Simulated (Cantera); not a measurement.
What does this Cantera script print?

```python
import numpy as np
import cantera as ct

gas = ct.Solution("h2o2.yaml")
gas.TPX = 1175, 2666, {'H2': 0.0087, 'O2': 1, 'N2': 0.98}
reactor = ct.IdealGasConstPressureReactor(gas, energy="off", clone=False)
net = ct.ReactorNet([reactor])
net.rtol, net.atol = 1e-08, 1e-18
show = ['H2', 'O2', 'H2O2', 'H', 'H2O', 'OH']
times = np.geomspace(0.0006, 20, 15)

steps = ct.SolutionArray(gas, extra=["t"])
rows = []
print(f"{'t/s':>10s}{'T/K':>9s}{'P/Pa':>11s}" + "".join(f"{s:>11s}" for s in show))
for t in times:
    while net.time < t:
        t_next = net.step()
        steps.append(gas.state, t=t_next)
    rows.append([np.interp(t, steps.t, y) for y in (steps.T, steps.P, *steps(*show).X.T)])
    print(f"{t:10.3e}{rows[-1][0]:9.1f}{rows[-1][1]:11.4g}" + "".join(f"{x:11.3e}" for x in rows[-1][2:]))
rate = np.gradient(steps.T, steps.t)
print("integrator steps:", len(steps.t))
if steps.T.max() > steps.T[0] + 200:
    print(f"time of steepest temperature rise: {steps.t[rate.argmax()]:.4e} s")
gas.TPX = 1175, 2666, {'H2': 0.0087, 'O2': 1, 'N2': 0.98}
gas.equilibrate("TP")
print(f"equilibrium (TP): T = {gas.T:.1f} K  " + "  ".join(f"{s} {gas[s].X[0]:.3e}" for s in show))
```

Output:

```
       t/s      T/K       P/Pa         H2         O2       H2O2          H        H2O         OH
 6.000e-04   1175.0       2666  4.375e-03  5.028e-01  2.517e-13  3.578e-10  1.118e-09  1.766e-09
 1.262e-03   1175.0       2666  4.375e-03  5.028e-01  1.100e-12  1.130e-09  7.785e-09  6.938e-09
 2.656e-03   1175.0       2666  4.375e-03  5.028e-01  4.875e-12  1.047e-08  1.064e-07  6.926e-08
 5.589e-03   1175.0       2666  4.359e-03  5.028e-01  5.823e-11  1.033e-06  1.125e-05  6.849e-06
 1.176e-02   1175.0       2666  4.178e-04  4.994e-01  6.600e-08  2.963e-04  3.481e-03  6.544e-04
 2.474e-02   1175.0       2666  1.528e-05  4.993e-01  1.594e-08  1.340e-04  4.146e-03  2.955e-04
 5.206e-02   1175.0       2666  1.128e-05  4.999e-01  1.530e-08  8.743e-05  4.195e-03  2.560e-04
 1.095e-01   1175.0       2666  6.911e-06  5.006e-01  1.423e-08  4.173e-05  4.252e-03  2.008e-04
 2.305e-01   1175.0       2666  3.217e-06  5.012e-01  1.199e-08  1.327e-05  4.304e-03  1.375e-04
 4.850e-01   1175.0       2666  1.149e-06  5.015e-01  8.415e-09  2.866e-06  4.340e-03  8.273e-05
 1.020e+00   1175.0       2666  3.435e-07  5.017e-01  4.545e-09  4.781e-07  4.361e-03  4.566e-05
 2.147e+00   1175.0       2666  9.631e-08  5.017e-01  1.907e-09  7.252e-08  4.372e-03  2.441e-05
 4.518e+00   1175.0       2666  2.777e-08  5.017e-01  6.946e-10  1.146e-08  4.378e-03  1.321e-05
 9.505e+00   1175.0       2666  8.699e-09  5.017e-01  2.473e-10  2.045e-09  4.381e-03  7.445e-06
 2.000e+01   1175.0       2666  3.019e-09  5.017e-01  9.221e-11  4.245e-10  4.382e-03  4.409e-06
integrator steps: 1773
equilibrium (TP): T = 1175.0 K  H2 2.851e-10  O2 5.018e-01  H2O2 9.665e-12  H 1.276e-11  H2O 4.384e-03  OH 1.367e-06
```

Computed with Cantera and the H2/O2 subset of GRI-Mech 3.0, which has no nitrogen chemistry. Radical loss at walls, strong at low pressure, is not modelled.
